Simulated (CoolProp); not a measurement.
Vapour-liquid equilibrium of R125 (1) + cyclopropane (2) at 1.39 MPa; x and y are mole fractions of (1).

Model: multi-fluid Helmholtz-energy mixture model, Lemmon 2005 and Polt 1992; pair parameters Bell 2016, in CoolProp. This equation is an older, rougher fit; its heat capacities, sound speeds and derivatives of the liquid may be far off and weren't checked against measurements.

```json
[
 {"x": "0.05", "bubble temperature (K)": "317.8", "y at the bubble point": "0.155", "dew temperature at overall composition x (K)": "322.4", "liquid density (mol/L)": "13.56"},
 {"x": "0.125", "bubble temperature (K)": "310.9", "y at the bubble point": "0.310", "dew temperature at overall composition x (K)": "319.2", "liquid density (mol/L)": "13.30"},
 {"x": "0.2", "bubble temperature (K)": "306.5", "y at the bubble point": "0.408", "dew temperature at overall composition x (K)": "315.9", "liquid density (mol/L)": "12.98"},
 {"x": "0.275", "bubble temperature (K)": "303.6", "y at the bubble point": "0.476", "dew temperature at overall composition x (K)": "312.5", "liquid density (mol/L)": "12.62"},
 {"x": "0.35", "bubble temperature (K)": "301.6", "y at the bubble point": "0.527", "dew temperature at overall composition x (K)": "309.1", "liquid density (mol/L)": "12.26"},
 {"x": "0.425", "bubble temperature (K)": "300.1", "y at the bubble point": "0.570", "dew temperature at overall composition x (K)": "305.8", "liquid density (mol/L)": "11.91"},
 {"x": "0.5", "bubble temperature (K)": "299.0", "y at the bubble point": "0.611", "dew temperature at overall composition x (K)": "302.6", "liquid density (mol/L)": "11.58"},
 {"x": "0.575", "bubble temperature (K)": "298.1", "y at the bubble point": "0.651", "dew temperature at overall composition x (K)": "300.0", "liquid density (mol/L)": "11.27"},
 {"x": "0.65", "bubble temperature (K)": "297.5", "y at the bubble point": "0.694", "dew temperature at overall composition x (K)": "298.2", "liquid density (mol/L)": "10.99"},
 {"x": "0.725", "bubble temperature (K)": "297.1", "y at the bubble point": "0.742", "dew temperature at overall composition x (K)": "297.3", "liquid density (mol/L)": "10.73"},
 {"x": "0.8", "bubble temperature (K)": "297.0", "y at the bubble point": "0.798", "dew temperature at overall composition x (K)": "297.0", "liquid density (mol/L)": "10.49"},
 {"x": "0.875", "bubble temperature (K)": "297.3", "y at the bubble point": "0.863", "dew temperature at overall composition x (K)": "297.3", "liquid density (mol/L)": "10.26"},
 {"x": "0.95", "bubble temperature (K)": "297.8", "y at the bubble point": "0.940", "dew temperature at overall composition x (K)": "297.9", "liquid density (mol/L)": "10.04"}
]
```

y crosses x between x = 0.725 and 0.8: the model has an azeotrope there.

Pair parameters are fitted to limited data, so mixtures are less certain than the pure fluids.
